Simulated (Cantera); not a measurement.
## Hydrocarbon pyrolysis for carbon deposition

An isothermal, constant-pressure homogeneous reactor starts with C2H6 : N2 = 1 : 1.6 (molar parts), at 1150 K and 0.210 Torr.

Cantera simulation using GRI-Mech 3.0 (53 species, 325 reactions); the numbers are that mechanism's predictions, not measurements. GRI-Mech 3.0 stops at C3 and has no aromatics, soot or wall deposition, so with more carbon than oxygen in the feed, carbon stays in small species such as C2H2 where larger ones or solid carbon would form. Radical loss at walls, strong at low pressure, is not modelled.

```tsv
t (s)	x C2H6	x HCN	x C2H2	x C2H4	x CH4	x H2
0.000300	0.385	<1e-12	<1e-12	9.43e-12	1.51e-9	1.08e-11
0.00111	0.385	<1e-12	<1e-12	4.68e-10	2.07e-8	3.01e-10
0.00413	0.385	<1e-12	<1e-12	2.34e-8	2.81e-7	1.91e-8
0.0153	0.385	<1e-12	<1e-12	1.14e-6	3.65e-6	1.07e-6
0.0569	0.384	<1e-12	5.02e-10	4.99e-5	4.16e-5	4.89e-5
0.211	0.382	3.01e-12	4.09e-7	0.00145	0.000374	0.00139
0.783	0.356	4.23e-11	8.17e-5	0.0179	0.00461	0.0161
2.91	0.228	1.50e-10	0.00275	0.0944	0.0376	0.0818
10.8	0.0432	2.27e-10	0.0185	0.185	0.104	0.170
40.0	0.00235	2.34e-10	0.0434	0.179	0.114	0.209
```
x: mole fraction; the columns are a selection and need not sum to one.

Equilibrium at this temperature and pressure: C2H6 1.98e-8, HCN 0.0776, C2H2 0.177, C2H4 0.000580, CH4 0.00391, H2 0.430 (gas phase only).
